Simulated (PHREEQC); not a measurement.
A solution holds 0.015 mol/kgw Cu(NO3)2, 0.0024 mol/kgw H2SO4 and 9.1e-05 mol/kgw H3BO3, at 20 °C. It is in equilibrium with CO2 at log p = -1 (atm). Otherwise closed; pH follows from the charge balance.

Computed with PHREEQC (ion-association model, wateq4f.dat).

```
Property                  Result
----------------  --------------
pH                          2.41
ionic strength    0.0484 mol/kgw
total alkalinity    -4.80 meq/kg
```

```csv
species,molality,activity,log γ
NO3-,0.0300,0.0243,-0.091
Cu+2,0.0142,0.00693,-0.311
H+,0.00455,0.00389,-0.067
CO2,0.00387,0.00392,0.005
SO4-2,0.00131,0.000616,-0.329
CuSO4,0.000832,0.000841,0.005
```

Precipitation was switched off in this run.
